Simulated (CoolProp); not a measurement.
Saturation properties of R11.

The numbers come from the reference Helmholtz-energy equation of state, Jacobsen 1992 in CoolProp.

| T (K) | p (MPa) | surface tension (mN/m) | liquid conductivity (mW/(m K)) |
|---|---|---|---|
| 252.7 | 0.01537 | 23.8 | 100 |
| 278.9 | ? | 20.3 | 92.4 |
| 305 | 0.1340 | ? | ? |
| 331.2 | 0.2969 | 13.7 | 77.6 |
| 357.3 | 0.5775 | 10.6 | 70.5 |
| 383.5 | ? | 7.62 | 63.4 |
| 409.6 | 1.675 | 4.91 | 56.3 |
| 435.8 | 2.598 | 2.46 | 48.8 |
| 461.9 | 3.854 | ? | ? |

**Question.** Complete the blanks.

**Answer.** 
- 278.9, p (MPa): 0.05115
- 305, surface tension (mN/m): 16.9
- 305, liquid conductivity (mW/(m K)): 84.9
- 383.5, p (MPa): 1.022
- 461.9, surface tension (mN/m): 0.459
- 461.9, liquid conductivity (mW/(m K)): 41.6

It boils at 296.9 K under 1 atm.

Thermal conductivity comes from a separate model (McLinden 2000), an estimate that may be off by 10 % or more. Surface tension comes from a separate correlation (Mulero 2012).
